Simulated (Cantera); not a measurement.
An isothermal, constant-pressure homogeneous reactor starts with 43.5 % CH₄, 56.5 % CO₂, at 1375 K and 15.8 atm.

Cantera simulation using GRI-Mech 3.0 (53 species, 325 reactions); the numbers are that mechanism's predictions, not measurements. The pressure lies above the range GRI-Mech 3.0 was tuned for (to about 10 atm).

One state of this run: x CH₄ = 0.283; x CO₂ = 0.436; x OH = 3.73e-9; x O₂ = <1e-12; x H₂ = 0.0607; x H₂O₂ = <1e-12; x C₂H₆ = 0.000874. x: mole fraction; the columns are a selection and need not sum to one.

### Question
Which value of t (s) does it belong to?
A. 0.00175
B. 0.0153
C. 90.0
D. 1.17

### Answer
D, 1.17
